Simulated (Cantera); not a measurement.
Diamond growth

A diamond (100) surface in a fixed gas of H2 with x(CH4) = 0.0094, x(CH3) = 1.5e-05, at 998 K, 0.0987 atm; coverages are run to steady state.

Computed with Cantera and the Harris–Goodwin 1993 mechanism for the reconstructed diamond (100) surface.

| x(H) | growth (µm/h) | θ c6HH | θ c6H* | θ c6*H | θ c6** | θ c6HM |
|---|---|---|---|---|---|---|
| 0.0001 | 0.314 | 0.605 | 0.0160 | 0.329 | 0.00474 | 0.0327 |
| 0.00025 | 0.504 | 0.596 | 0.0171 | 0.351 | 0.00691 | 0.0211 |
| 0.00063 | 0.649 | 0.596 | 0.0177 | 0.364 | 0.00838 | 0.0108 |
| 0.0016 | 0.730 | 0.597 | 0.0180 | 0.369 | 0.00914 | 0.00477 |
| 0.0039 | 0.766 | 0.598 | 0.0181 | 0.372 | 0.00948 | 0.00205 |
| 0.0098 | 0.782 | 0.598 | 0.0183 | 0.373 | 0.00964 | 0.000835 |
| 0.024 | 0.790 | 0.598 | 0.0186 | 0.373 | 0.00974 | 0.000344 |
| 0.061 | 0.797 | 0.598 | 0.0194 | 0.372 | 0.00987 | 0.000136 |
| 0.15 | 0.809 | 0.598 | 0.0212 | 0.371 | 0.0101 | 5.62e-5 |
θ: site fractions in the mechanism's names (c6HH fully hydrogenated, c6H* and c6*H radical sites, c6** diradical, c6HM methylated).
